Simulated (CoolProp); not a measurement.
Vapour-liquid equilibrium of cis-2-butene (1) + methanol (2) at 93.15 °C; x and y are mole fractions of (1).

Computed with CoolProp (multi-fluid Helmholtz-energy mixture model, Lemmon 2005 and de Reuck 1993; pair parameters Bell 2016).

Question: Give the bubble pressure and the first vapour's composition at x = 0.125, 0.35, 0.575. Is there an azeotrope?

Answer: x = 0.125: 0.8562 MPa, y = 0.672; x = 0.35: 1.219 MPa, y = 0.776; x = 0.575: 1.250 MPa, y = 0.785. y crosses x between x = 0.8 and 0.875: the model has an azeotrope there.

Pair parameters are fitted to limited data, so mixtures are less certain than the pure fluids. With so large a gap from Raoult's law the liquid may split in two, which this calculation doesn't test in full.
